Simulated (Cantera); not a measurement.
# Thermodynamics of thermal oxidation and active oxidation of silicon, feed Si + N₂O + H₂

Feed: 1 mol Si, 0.35 mol N₂O, a varied amount of H₂, at 1548 K and 0.320 Pa.

Method: chemical equilibrium by Gibbs-energy minimisation in Cantera with the NASA 1993 tables (ideal gas, pure condensed phases). Candidate condensed phases: H₂O, Si, SiO₂, Si₂N₂O, Si₃N₄; 35 gas species. Equilibrium is a limit: real reactors are often held back by kinetics, nucleation or transport.

| n(H₂) (mol) | x H₂ | x H | x SiO | x N₂ | x Si | x SiH | x Si₂ | n Si(s) |
|---|---|---|---|---|---|---|---|---|
| 21 | 0.942 | 0.0167 | 0.0158 | 0.0158 | 0.00993 | 4.56e-5 | 1.77e-5 | 0.428 |
| 27 | 0.948 | 0.0168 | 0.0124 | 0.0124 | 0.00993 | 4.58e-5 | 1.77e-5 | 0.367 |
| 34 | 0.953 | 0.0168 | 0.00990 | 0.00990 | 0.00993 | 4.59e-5 | 1.77e-5 | 0.295 |
| 43 | 0.957 | 0.0168 | 0.00786 | 0.00786 | 0.00993 | 4.60e-5 | 1.77e-5 | 0.203 |
| 54 | 0.961 | 0.0169 | 0.00628 | 0.00628 | 0.00993 | 4.61e-5 | 1.77e-5 | 0.0911 |
| 68 | 0.964 | 0.0169 | 0.00500 | 0.00500 | 0.00921 | 4.28e-5 | 1.52e-5 | 0 |
| 86 | 0.968 | 0.0169 | 0.00397 | 0.00397 | 0.00732 | 3.41e-5 | 9.60e-6 | 0 |
| 110 | 0.971 | 0.0170 | 0.00312 | 0.00312 | 0.00574 | 2.68e-5 | 5.92e-6 | 0 |
| 140 | 0.974 | 0.0170 | 0.00246 | 0.00245 | 0.00453 | 2.12e-5 | 3.68e-6 | 0 |
| 170 | 0.975 | 0.0170 | 0.00203 | 0.00203 | 0.00374 | 1.75e-5 | 2.50e-6 | 0 |
| 220 | 0.977 | 0.0170 | 0.00157 | 0.00157 | 0.00289 | 1.35e-5 | 1.50e-6 | 0 |
x: gas mole fraction; n: condensed amount in mol.

From 21 mol H₂ to 54 mol H₂ the condensed part is Si(s). From 68 mol H₂ to 220 mol H₂ nothing is condensed. The main Si-bearing gas is SiO at 21 mol H₂ and Si at 220 mol H₂.
